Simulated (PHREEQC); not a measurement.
Ultrapure water in contact with air or piping (model solution)

Synthetic water in mmol/kgw, 25 °C, pH 5.98, pe 2.9:

```json
[
 {"constituent": "Na", "mmol/kgw": "0.00109"},
 {"constituent": "K", "mmol/kgw": "1.07e-08"},
 {"constituent": "Ca", "mmol/kgw": "0.000207"},
 {"constituent": "Mg", "mmol/kgw": "0.000337"},
 {"constituent": "Cl", "mmol/kgw": "0.000653"},
 {"constituent": "S(6)", "mmol/kgw": "0.000419"},
 {"constituent": "Alkalinity (meq/kgw)", "mmol/kgw": "0.000672"},
 {"constituent": "Br", "mmol/kgw": "5.62e-06"},
 {"constituent": "Li", "mmol/kgw": "2.59e-06"},
 {"constituent": "Zn", "mmol/kgw": "1.02e-06"},
 {"constituent": "Fe(2)", "mmol/kgw": "1.58e-06"}
]
```

Na is adjusted to close the charge balance.
Valence states are taken as typed.

All values are PHREEQC results (ion-association model, wateq4f.dat), not measurements.

The ionic strength comes out as 4.18e-6 mol/kgw.

```tsv
species	molality	activity	log γ
CO2	4.02e-6	4.02e-6	0.000
HCO3-	1.71e-6	1.71e-6	-0.001
Na+	1.07e-6	1.07e-6	-0.001
H+	1.05e-6	1.05e-6	-0.001
Cl-	6.53e-7	6.51e-7	-0.001
SO4-2	4.19e-7	4.15e-7	-0.004
Mg+2	3.37e-7	3.34e-7	-0.004
Ca+2	2.07e-7	2.05e-7	-0.004
OH-	9.58e-9	9.56e-9	-0.001
```

Precipitation was switched off in this run.
